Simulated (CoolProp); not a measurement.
The fluid at 220.12 K and 0.288 MPa flows at 0.2 m/s in a round tube of 20 mm bore and 15 µm roughness, fully developed (64/Re and Nu = 3.66 if laminar; Colebrook and Gnielinski if turbulent). The same conditions are run with several fluids, on thermodynamics alone (safety and materials aside).

Values from CoolProp's reference Helmholtz-energy equation of state of each fluid (CH2F2 (R32): Tillner-Roth 1997; R143a: Lemmon and Jacobsen 2000; C3F8 (R218): Lemmon 2006; R11: Jacobsen 1992; propane: Lemmon 2009).

Problem. Rank CH2F2 (R32), R143a, C3F8 (R218), R11, propane by Reynolds number, highest first.

Solution. R143a (20500), CH2F2 (R32) (15900), C3F8 (R218) (11600), propane (10600), R11 (5540)

| fluid | Darcy friction factor | pressure drop (Pa/m) | heat-transfer coefficient (W/(m² K)) | mass flow (kg/h) |
|---|---|---|---|---|
| CH2F2 (R32) | 0.0288 | 35.1 | 794 | 275 |
| R143a | 0.0273 | 32.3 | 570 | 267 |
| C3F8 (R218) | 0.0309 | 51.8 | 325 | 379 |
| R11 | 0.0372 | 61.4 | 270 | 373 |
| propane | 0.0316 | 18.7 | 447 | 134 |

Transport values come from each fluid's own correlations; those of CH2F2 (R32), R143a, C3F8 (R218), R11 are estimates that may be off by 10 % or more.
